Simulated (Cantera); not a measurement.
## Pyrogenic steam for wet oxidation

An isothermal, constant-pressure homogeneous reactor starts with H2 : O2 : N2 = 1 : 1 : 6 (molar parts), equivalence ratio 0.50, at 798 K and 0.132 atm.

Model: the H2/O2 subset of GRI-Mech 3.0, which has no nitrogen chemistry, integrated in Cantera. Radical loss at walls, strong at low pressure, is not modelled. Below about 950 K walls govern HO2 and H2O2 in real vessels. The temperature is held fixed by assumption; the heat of reaction is taken as removed at once.

```tsv
t (s)	x H2	x O2	x H	x O	x H2O2	x H2O
7.00e-6	0.125	0.125	<1e-12	<1e-12	<1e-12	<1e-12
2.08e-5	0.125	0.125	<1e-12	<1e-12	<1e-12	<1e-12
6.19e-5	0.125	0.125	<1e-12	<1e-12	<1e-12	<1e-12
0.000184	0.125	0.125	<1e-12	<1e-12	<1e-12	<1e-12
0.000548	0.125	0.125	<1e-12	<1e-12	<1e-12	<1e-12
0.00163	0.125	0.125	1.74e-12	<1e-12	<1e-12	4.53e-12
0.00485	0.125	0.125	4.42e-12	<1e-12	<1e-12	3.70e-11
0.0144	0.125	0.125	9.08e-12	1.14e-12	<1e-12	2.55e-10
0.0429	0.125	0.125	1.58e-11	2.00e-12	1.57e-11	1.42e-9
0.128	0.125	0.125	5.02e-11	6.33e-12	2.72e-10	9.64e-9
0.380	0.125	0.125	1.72e-9	2.17e-10	2.10e-8	3.83e-7
1.13	0.0590	0.0942	2.20e-9	4.38e-10	2.11e-5	0.0704
3.36	0.0589	0.0942	2.87e-9	5.71e-10	2.81e-5	0.0705
10.0	0.0588	0.0941	5.85e-9	1.16e-9	5.89e-5	0.0706
```
x: mole fraction; the columns are a selection and need not sum to one.

Equilibrium at this temperature and pressure: H2 <1e-12, O2 0.0667, H <1e-12, O <1e-12, H2O2 1.40e-12, H2O 0.133 (gas phase only).
